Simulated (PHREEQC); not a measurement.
0.2 g of hydrous ferric oxide (600 m²/g; 0.2 weak and 0.005 strong sites per Fe, Dzombak-Morel constants, diffuse double layer) in 1 kg of water with 0.005 mol/kgw of an inert sodium salt and 0.00095 mol H3BO3, 2.4e-06 mol Ag2SO4 and 4.9e-05 mol NiCl2, at 25 °C; the pH is set by adding NaOH or the inert anion's acid. Oxygen is held at 0.21 atm. CO2 from the air is kept out. Precipitation was switched off in this run.

The series has 13 steps of pH, from 4 to 10.

The numbers come from PHREEQC with the ion-association model, wateq4f.dat.

Problem. Near which pH is half of the S sorbed, and on which side is more sorbed?

Solution. Near pH 6.7, with more sorbed at lower pH.

Problem. Near which pH is half of the Ag sorbed, and on which side is more sorbed?

Solution. Near pH 8.6, with more sorbed at higher pH.

Problem. Near which pH is half of the Ni sorbed, and on which side is more sorbed?

Solution. Near pH 7.0, with more sorbed at higher pH.

Along this series the solution becomes supersaturated in solids that the run did not let form, among them Cerargyrite.
